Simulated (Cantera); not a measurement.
Feed: 1 mol ZrO2, 0.97 mol H2, 100 mol N2, equilibrated at 7.20 mbar.

Cantera equilibrium calculation (NASA polynomials, part measured and part estimated; ideal gas, pure solids and liquids). Candidate condensed phases: H2O, Zr, ZrN, ZrO2; 28 gas species. Kinetics and transport are ignored.

log p: log10 of the partial pressure in bar; n: condensed amount in mol.

| T (°C) | log p N2 | log p H2 | log p H | log p ZrO | n ZrO2(monoclinic) | n ZrO2(tetragonal) |
|---|---|---|---|---|---|---|
| 1000 | -2.15 | -4.16 | -8.23 | <-14 | 1.000 | 0 |
| 1100 | -2.15 | -4.16 | -7.56 | <-14 | 1.000 | 0 |
| 1200 | -2.15 | -4.16 | -6.98 | <-14 | 1.000 | 0 |
| 1300 | -2.15 | -4.16 | -6.47 | <-14 | 0 | 1.000 |
| 1400 | -2.15 | -4.16 | [?] | [?] | 0 | 1.000 |
| 1500 | -2.15 | -4.17 | [?] | [?] | 0 | 1.000 |
| 1600 | -2.15 | -4.18 | -5.28 | -10.53 | 0 | 1.000 |
| 1700 | -2.15 | -4.20 | -4.97 | -9.41 | 0 | 1.000 |
| 1800 | -2.15 | -4.23 | -4.69 | -8.40 | 0 | 1.000 |
| 1900 | -2.15 | -4.29 | -4.46 | -7.80 | 0 | 1.000 |

### Question
Complete the blanks.

### Answer

- 1400, log p H: -6.03
- 1400, log p ZrO: -13.18
- 1500, log p H: -5.63
- 1500, log p ZrO: -11.78
